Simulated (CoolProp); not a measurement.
A simple Rankine cycle with propane: condensing at 293.15 K, boiler at 2.03 MPa, turbine inlet 371.2 K, turbine efficiency 0.85, pump efficiency 0.8, no recuperator. Each further row changes one setting.

Values from CoolProp's reference Helmholtz-energy equation of state, Lemmon 2009.

```json
[
 {"case": "as stated", "thermal efficiency (%)": "8.5", "net work (kJ/kg)": "40.0", "heat in (kJ/kg)": "470", "turbine exit temperature (K)": "336.9", "volume ratio over the turbine": "2.44"},
 {"case": "turbine inlet 391.2 K", "thermal efficiency (%)": "8.5", "net work (kJ/kg)": "44.0", "heat in (kJ/kg)": "516", "turbine exit temperature (K)": "358.1", "volume ratio over the turbine": "2.41"},
 {"case": "condensing temperature 285.15 K", "thermal efficiency (%)": "10.2", "net work (kJ/kg)": "50.1", "heat in (kJ/kg)": "490", "turbine exit temperature (K)": "329.4", "volume ratio over the turbine": "3.00"},
 {"case": "boiler pressure 1.42 MPa", "thermal efficiency (%)": "5.3", "net work (kJ/kg)": "26.0", "heat in (kJ/kg)": "486", "turbine exit temperature (K)": "351.9", "volume ratio over the turbine": "1.68"},
 {"case": "turbine efficiency 0.75", "thermal efficiency (%)": "7.4", "net work (kJ/kg)": "35.0", "heat in (kJ/kg)": "470", "turbine exit temperature (K)": "339.5", "volume ratio over the turbine": "2.46"}
]
```
